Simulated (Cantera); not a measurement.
## Low-pressure radical oxidation in H2/O2

An isothermal, constant-pressure homogeneous reactor starts with H2 : O2 : N2 = 0.12 : 1 : 0.54 (molar parts), equivalence ratio 0.060, at 1325 K and 0.00385 atm.

Model: GRI-Mech 3.0 (53 species, 325 reactions), integrated in Cantera. Radical loss at walls, strong at low pressure, is not modelled. The temperature is held fixed by assumption; the heat of reaction is taken as removed at once.

```csv
t (s),x H2,x O2,x HO2,x H,x H2O,x OH
1.00e-5,0.0723,0.602,9.94e-10,9.60e-10,<1e-12,3.37e-11
2.39e-5,0.0723,0.602,2.38e-9,2.20e-9,1.16e-11,1.82e-10
5.72e-5,0.0723,0.602,5.68e-9,4.85e-9,1.45e-10,9.27e-10
0.000137,0.0723,0.602,1.36e-8,1.05e-8,1.66e-9,4.25e-9
0.000327,0.0723,0.602,3.25e-8,2.70e-8,1.75e-8,1.87e-8
0.000782,0.0723,0.602,7.76e-8,1.40e-7,2.25e-7,1.23e-7
0.00187,0.0723,0.602,1.87e-7,4.76e-6,1.05e-5,4.37e-6
0.00447,0.0427,0.582,6.11e-7,0.00944,0.0215,0.00691
0.0107,0.00224,0.549,7.11e-7,0.0160,0.0590,0.00622
0.0256,0.00218,0.550,7.10e-7,0.0154,0.0594,0.00615
0.0612,0.00208,0.552,7.08e-7,0.0142,0.0604,0.00602
0.146,0.00186,0.557,7.01e-7,0.0116,0.0624,0.00571
0.350,0.00141,0.565,6.71e-7,0.00734,0.0659,0.00502
0.836,0.000762,0.576,5.72e-7,0.00275,0.0703,0.00372
2.00,0.000247,0.583,3.62e-7,0.000491,0.0732,0.00213
```
x: mole fraction; the columns are a selection and need not sum to one.

Equilibrium at this temperature and pressure: H2 2.12e-7, O2 0.587, HO2 2.21e-8, H 1.21e-8, H2O 0.0750, OH 6.27e-5 (gas phase only).
